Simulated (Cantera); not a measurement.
Feed: 1 mol AlCl₃, 1 mol H₂O, 3.1 mol H₂, 0.35 mol O₂, held at 1577 °C and 13.3 mbar.

These are equilibrium values from Cantera (NASA tables, ideal gas, pure condensed phases), not measurements of a reactor. Candidate condensed phases: Al, AlCl₃, Al₂O₃, H₂O; 29 gas species. The tables' values for AlCl₂ are old estimates; treat these amounts as uncertain. Equilibrium is a limit: real reactors are often held back by kinetics, nucleation or transport.

Base state: HCl 0.531, H₂ 0.427, H₂O 0.0358, H 0.00305, Cl 0.00288, AlCl₃ 5.64e-5, AlCl 3.66e-5, AlCl₂ 2.76e-5 (mole fractions); condensed: Al₂O₃(s).

Q: What changes in the equilibrium state with this change: pressure from 13.3 mbar to 0.630 bar?

A: 
```json
[
 {"species": "HCl", "before": "0.531", "after": "0.534"},
 {"species": "H₂", "before": "0.427", "after": "0.428"},
 {"species": "H₂O", "before": "0.0358", "after": "0.0363"},
 {"species": "H", "before": "0.00305", "after": "0.000444"},
 {"species": "Cl", "before": "0.00288", "after": "0.000421"},
 {"species": "AlCl₃", "before": "5.64e-5", "after": "0.000385"},
 {"species": "AlCl", "before": "3.66e-5", "after": "5.24e-6"},
 {"species": "OH", "before": "1.89e-5", "after": "2.78e-6"},
 {"species": "AlCl₂", "before": "2.76e-5", "after": "2.73e-5"},
 {"species": "Al₂O₃(s), mol", "before": "0.500", "after": "0.499"}
]
```
Gases not in the tables: Al(OH)₃.
